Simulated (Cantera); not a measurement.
Adiabatic ignition

An adiabatic, constant-pressure homogeneous reactor starts with H2 : O2 : N2 = 1 : 0.943 : 3.55 (molar parts), equivalence ratio 0.53, at 1125 K and 1.01 bar.

Model: the H2/O2 subset of GRI-Mech 3.0, which has no nitrogen chemistry, integrated in Cantera.

```json
[
 {"t (s)": "7.00e-6", "T (K)": "1125", "x H2": "0.182", "x O2": "0.172", "x O": "1.16e-9", "x H2O": "5.14e-9", "x H2O2": "8.20e-12", "x H": "5.89e-9"},
 {"t (s)": "2.51e-5", "T (K)": "1125", "x H2": "0.182", "x O2": "0.172", "x O": "9.07e-8", "x H2O": "6.82e-7", "x H2O2": "4.87e-10", "x H": "4.31e-7"},
 {"t (s)": "9.03e-5", "T (K)": "1838", "x H2": "0.0172", "x O2": "0.0850", "x O": "0.0215", "x H2O": "0.152", "x H2O2": "9.70e-7", "x H": "0.0271"},
 {"t (s)": "0.000325", "T (K)": "2325", "x H2": "0.00296", "x O2": "0.0852", "x O": "0.00318", "x H2O": "0.189", "x H2O2": "2.43e-7", "x H": "0.00114"},
 {"t (s)": "0.00117", "T (K)": "2354", "x H2": "0.00184", "x O2": "0.0859", "x O": "0.00198", "x H2O": "0.192", "x H2O2": "2.87e-7", "x H": "0.000547"},
 {"t (s)": "0.00419", "T (K)": "2354", "x H2": "0.00184", "x O2": "0.0859", "x O": "0.00198", "x H2O": "0.192", "x H2O2": "2.87e-7", "x H": "0.000547"},
 {"t (s)": "0.0150", "T (K)": "2354", "x H2": "0.00184", "x O2": "0.0859", "x O": "0.00198", "x H2O": "0.192", "x H2O2": "2.87e-7", "x H": "0.000547"},
 {"t (s)": "0.0540", "T (K)": "2354", "x H2": "0.00184", "x O2": "0.0859", "x O": "0.00198", "x H2O": "0.192", "x H2O2": "2.87e-7", "x H": "0.000547"},
 {"t (s)": "0.194", "T (K)": "2354", "x H2": "0.00184", "x O2": "0.0859", "x O": "0.00198", "x H2O": "0.192", "x H2O2": "2.87e-7", "x H": "0.000547"},
 {"t (s)": "0.697", "T (K)": "2354", "x H2": "0.00184", "x O2": "0.0859", "x O": "0.00198", "x H2O": "0.192", "x H2O2": "2.87e-7", "x H": "0.000547"},
 {"t (s)": "2.51", "T (K)": "2354", "x H2": "0.00184", "x O2": "0.0859", "x O": "0.00198", "x H2O": "0.192", "x H2O2": "2.87e-7", "x H": "0.000547"},
 {"t (s)": "9.00", "T (K)": "2354", "x H2": "0.00184", "x O2": "0.0859", "x O": "0.00198", "x H2O": "0.192", "x H2O2": "2.87e-7", "x H": "0.000547"}
]
```
x: mole fraction; the columns are a selection and need not sum to one.

```
Quantity                                                            Result
---------------------------------  ---------------------------------------
time of steepest temperature rise                                  75.0 µs
temperature at 9.00 s                                               2354 K
equilibrium temperature                                             2354 K
x(H2) at 9.00 s                    0.00184 (gas-phase equilibrium 0.00184)
x(O2) at 9.00 s                      0.0859 (gas-phase equilibrium 0.0859)
x(O) at 9.00 s                     0.00198 (gas-phase equilibrium 0.00198)
```
